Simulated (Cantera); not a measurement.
A perfectly stirred reactor is fed with 83.3 % CH4, 16.7 % N2, at 6.08 Torr; it is held at 1398 K, and followed from long to short residence time.

Computed with Cantera and GRI-Mech 3.0 (53 species, 325 reactions). GRI-Mech 3.0 stops at C3 and has no aromatics, soot or wall deposition, so with more carbon than oxygen in the feed, carbon stays in small species such as C2H2 where larger ones or solid carbon would form. Radical loss at walls, strong at low pressure, is not modelled.

x: mole fraction; the columns are a selection and need not sum to one.

```csv
τ (s),x CH4,x CH2,x C2H,x H2,x CH3,x C2H6,x HCN
20,0.636,5.79e-9,1.27e-9,0.160,0.000331,0.000175,5.31e-11
7.0,0.739,7.14e-9,5.71e-10,[?],0.000396,[?],1.18e-11
2.4,0.800,7.30e-9,1.55e-10,0.0256,0.000417,0.000293,1.56e-12
0.85,0.825,[?],1.96e-11,[?],[?],[?],<1e-12
0.30,0.832,1.96e-9,1.21e-12,0.000827,0.000217,6.79e-5,<1e-12
0.10,0.833,4.40e-10,<1e-12,0.000106,0.000102,1.03e-5,<1e-12
0.036,0.833,7.60e-11,<1e-12,2.47e-5,4.21e-5,9.49e-7,<1e-12
0.013,0.833,1.07e-11,<1e-12,8.07e-6,1.58e-5,5.80e-8,<1e-12
0.0044,0.833,1.24e-12,<1e-12,2.69e-6,5.36e-6,2.46e-9,<1e-12
```

Complete the blanks.


- 7.0, x H2: 0.0753
- 7.0, x C2H6: 0.000262
- 0.85, x CH2: 5.02e-9
- 0.85, x H2: 0.00575
- 0.85, x CH3: 0.000349
- 0.85, x C2H6: 0.000200
